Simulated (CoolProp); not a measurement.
Vapour-liquid equilibrium of R245fa (1) + isopentane (2) at 14 bar; x and y are mole fractions of (1).

The numbers come from the multi-fluid Helmholtz-energy mixture model, Akasaka 2015 and Lemmon 2006; pair parameters Bell 2016 in CoolProp.

```tsv
x	bubble temperature (K)	y at the bubble point	dew temperature at overall composition x (K)	liquid density (mol/L)
0.05	399.7	0.128	404.0	6.724
0.15	389.1	0.319	398.5	6.910
0.25	382.1	0.444	392.9	7.035
0.35	377.6	0.530	387.3	7.124
0.45	374.8	0.592	381.8	7.202
0.55	373.1	0.643	376.6	7.290
0.65	372.2	0.690	372.9	7.405
0.75	371.9	0.741	372.0	7.556
0.85	372.7	0.809	373.5	7.742
0.95	375.2	0.917	376.2	7.933
```

y crosses x between x = 0.65 and 0.75: the model has an azeotrope there.

Pair parameters are fitted to limited data, so mixtures are less certain than the pure fluids.
